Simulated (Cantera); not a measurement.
# Pyrogenic steam for wet oxidation

An isothermal, constant-pressure homogeneous reactor starts with H2 : O2 : N2 = 1.5 : 1 : 0.51 (molar parts), equivalence ratio 0.75, at 1250 K and 100000 Pa.

Cantera simulation using GRI-Mech 3.0 (53 species, 325 reactions); the numbers are that mechanism's predictions, not measurements. The temperature is held fixed by assumption; the heat of reaction is taken as removed at once.

```csv
t (s),x H2,x O2,x H,x HO2,x NO,x NO2
0.000100,0.00484,0.112,7.93e-5,0.000139,2.70e-6,8.76e-8
0.000214,0.00258,0.112,1.40e-5,8.64e-5,2.55e-6,2.43e-7
0.000459,0.00154,0.111,3.79e-6,5.41e-5,2.31e-6,4.79e-7
0.000983,0.000853,0.111,1.35e-6,3.20e-5,2.08e-6,7.12e-7
0.00211,0.000365,0.111,4.23e-7,1.51e-5,1.92e-6,8.72e-7
0.00451,9.83e-5,0.111,8.89e-8,4.44e-6,1.93e-6,8.61e-7
0.00966,1.08e-5,0.111,8.50e-9,5.46e-7,2.26e-6,5.37e-7
0.0207,2.98e-7,0.111,3.67e-10,5.23e-8,2.65e-6,1.44e-7
0.0443,7.57e-8,0.111,1.60e-10,3.71e-8,2.76e-6,3.03e-8
0.0950,7.00e-8,0.111,1.33e-10,3.64e-8,2.77e-6,2.59e-8
0.203,6.93e-8,0.111,1.28e-10,3.64e-8,2.77e-6,2.68e-8
0.436,6.93e-8,0.111,1.28e-10,3.64e-8,2.77e-6,2.69e-8
0.934,6.93e-8,0.111,1.28e-10,3.64e-8,2.77e-6,2.69e-8
2.00,6.93e-8,0.111,1.28e-10,3.64e-8,2.77e-6,2.69e-8
```
x: mole fraction; the columns are a selection and need not sum to one.

Equilibrium at this temperature and pressure: H2 6.93e-8, O2 0.111, H 1.28e-10, HO2 3.64e-8, NO 0.000110, NO2 1.07e-6 (gas phase only).
